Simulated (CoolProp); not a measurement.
Vapour-liquid equilibrium of propylene (1) + 1-butene (2) at 0.0489 MPa; x and y are mole fractions of (1).

Model: multi-fluid Helmholtz-energy mixture model, Lemmon 2013 and Lemmon 2005; pair parameters Bell 2016, in CoolProp.

Question: Give the bubble temperature and the first vapour's composition at x = 0.45, 0.65, 0.95. Is there an azeotrope?

Answer: x = 0.45: -49.4 °C, y = 0.851; x = 0.65: -55.3 °C, y = 0.933; x = 0.95: -61.6 °C, y = 0.993. No azeotrope shows between x = 0.05 and 0.95.

Pair parameters are fitted to limited data, so mixtures are less certain than the pure fluids.
